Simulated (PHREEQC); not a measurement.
Dissolve 0.0023 mol/kgw Ca(NO3)2 and 3.5e-05 mol/kgw Cu(NO3)2 at 25 °C. Closed to the air; pH follows from the charge balance.

Equilibrium calculation in PHREEQC: ion-association model, wateq4f.dat.

Question: The ionic strength comes out as 0.00700 mol/kgw. What activity coefficients do NO3-, H+, Ca+2, Cu+2 get?

Answer: NO3- 0.91, H+ 0.92, Ca+2 0.71, Cu+2 0.71.

Precipitation was switched off in this run. Species that the database lacks are ignored.
